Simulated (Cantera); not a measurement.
Gas mixture: N2O : CO2 : N2 = 0.17 : 0.3 : 0.25 (molar parts), at 0.0267 bar, frozen composition.

Cantera's kinetic-theory transport with the Lennard-Jones parameters of GRI-Mech 3.0, ideal gas; thermal conductivity in the mixture-averaged form. The composition is frozen, though it would react at the higher temperatures.

D: mixture-averaged diffusion coefficient of that species in the mixture.

```
T (K)  ρ (kg/m³)  cp (J/kg/K)  μ (µPa s)  λ (mW/m/K)     Pr  D (cm²/s) N2  D (cm²/s) C2H2  D (cm²/s) H
-----  ---------  -----------  ---------  ----------  -----  ------------  --------------  -----------
400       0.0308        974.2       20.5           ?  0.718          10.1            8.78         67.8
650       0.0190         1104       30.1           ?  0.725          23.6            21.0          160
900       0.0137         1196       38.1           ?  0.730          41.2            37.0          279
1150      0.0107         1255       45.2           ?  0.730          62.3            56.2          423
1400     0.00881         1296       51.6           ?  0.730          86.6            78.3          588
1650     0.00747         1326       57.6           ?  0.729           114             103          774
1900     0.00649         1348       63.2           ?  0.728           144             131          979
2150     0.00574         1364       68.5         129  0.727           177             160         1200
2400     0.00514         1376       73.6         139  0.727           212             193         1440
```

### Question
What belongs in the gaps?

### Answer

- 400, λ (mW/m/K): 27.7
- 650, λ (mW/m/K): 45.8
- 900, λ (mW/m/K): 62.4
- 1150, λ (mW/m/K): 77.7
- 1400, λ (mW/m/K): 91.7
- 1650, λ (mW/m/K): 105
- 1900, λ (mW/m/K): 117
